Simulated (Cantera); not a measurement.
Input: 1 mol c-C4F8, 1.7 mol F2, a varied amount of H2, at 577 °C and 16.0 Pa.

These are equilibrium values from Cantera (NASA tables, ideal gas, pure condensed phases), not measurements of a reactor. Candidate condensed phases: C, C6H6, C7H8, C8H18; 95 gas species. The feed counts by its element totals alone. Condensed phases not in the tables: fluorocarbon polymer. Gases not in the tables: C2F6 and larger saturated fluorocarbons. Kinetics and transport are ignored.

### Question
What share of the C ends up in condensed phases as a function of n(H2) (mol), at 1.1, 1.5, 2, 2.8, 3.8, 5.2, 7.1?

### Answer
```tsv
n(H2) (mol)	C condensed (%)	as
1.1	42.5	C(graphite)
1.5	47.5	C(graphite)
2	53.8	C(graphite)
2.8	63.7	C(graphite)
3.8	76.2	C(graphite)
5.2	93.8	C(graphite)
7.1	100.0	C(graphite)
```
